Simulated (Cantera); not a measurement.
Input: 1 mol Pb, 0.76 mol N2, 6.1 mol CO, at 100 Torr.

These are equilibrium values from Cantera (NASA tables, ideal gas, pure condensed phases), not measurements of a reactor. Candidate condensed phases: C, Pb, PbO, PbO2, Pb3O4; 27 gas species. The numbers say what is thermodynamically allowed, not how fast it happens.

x: gas mole fraction; n: condensed amount in mol.

```
T (K)   x CO     x CO2    x N2      x Pb     x Pb2     x PbO  n C(graphite)  n Pb(l)
-----  -----  --------  ------  --------  --------  --------  -------------  -------
950    0.750     0.125   0.125   3.77e-5  5.40e-11  4.51e-12          0.765    1.000
1000   0.831    0.0522   0.117  0.000121  3.83e-10  1.47e-11          0.341    0.999
1050   0.865    0.0213   0.113  0.000349   2.24e-9  4.07e-11          0.143    0.998
1100   0.878         …   0.112         …         …         …              …    0.994
1150   0.883         …   0.111         …         …         …              …    0.985
1200   0.883   0.00196   0.110   0.00482   1.80e-7  4.75e-10         0.0135    0.967
1250   0.879  0.000992   0.110    0.0100   6.09e-7  9.36e-10        0.00687    0.931
1300   0.871  0.000523   0.109    0.0197   1.87e-6   1.74e-9        0.00366    0.862
1350   0.856  0.000285   0.107    0.0367   5.29e-6   3.05e-9        0.00203    0.739
1400   0.831  0.000158   0.104    0.0654   1.38e-5   5.08e-9        0.00116    0.520
1450   0.790   8.72e-5  0.0984     0.112   3.37e-5   7.98e-9       0.000674    0.136
```

Problem. Fill in the missing entries.

Solution. 
- 1150, x CO2: 0.00410
- 1150, x Pb: 0.00217
- 1150, x Pb2: 4.75e-8
- 1150, x PbO: 2.27e-10
- 1150, n C(graphite): 0.0281
- 1100, x CO2: 0.00908
- 1100, x Pb: 0.000909
- 1100, x Pb2: 1.11e-8
- 1100, x PbO: 1.00e-10
- 1100, n C(graphite): 0.0618
